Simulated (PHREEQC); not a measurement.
Acid rinse or clean

Make-up at 40 °C: 0.0074 mol H2SO4, 0.005 mol NiCl2 and 0.0056 mol MnSO4 per kg of water. Closed to the air; pH follows from the charge balance.

Computed with PHREEQC (ion-association model, wateq4f.dat).

Precipitation was switched off in this run.

**Question.** Predict the pH, ionic strength.

**Answer.** pH 2.05; ionic strength 0.0404 mol/kgw.

**Question.** In which forms is S present?

**Answer.** SO4-2 47 %, HSO4- 34 %, MnSO4 11 %, NiSO4 8.9 % of the S.

Constants without temperature data keep their 25 °C values here.
